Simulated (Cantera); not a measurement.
A closed system holds: 1 mol SiHCl₃, 3.2 mol N₂, held at 1200 Torr.

These are equilibrium values from Cantera (NASA tables, ideal gas, pure condensed phases), not measurements of a reactor. Candidate condensed phases: NH₄Cl, Si, Si₃N₄; 28 gas species. N₂ is the only nitrogen source here; it is nearly inert below about 1500 K, so the nitride shown seldom forms there in practice. The tables' values for SiCl₃ are old estimates; treat these amounts as uncertain. The numbers say what is thermodynamically allowed, not how fast it happens. All values below are at 1323 K.

Base state: N₂ 0.671, HCl 0.165, SiCl₄ 0.129, H₂ 0.0319, SiCl₃ 0.00221, SiHCl₃ 0.00126, SiCl₂ 0.000207 (mole fractions); condensed: Si₃N₄(s).

What changes in the equilibrium state with this change: N₂ from 3.2 to 190 mol?


```tsv
species	before	after
N₂	0.671	0.992
HCl	0.165	0.00488
SiCl₄	0.129	0.00260
H₂	0.0319	0.000173
SiHCl₃	0.00126	4.67e-6
SiCl₃	0.00221	0.000111
Si₃N₄(s), mol	0.142	0.158
```
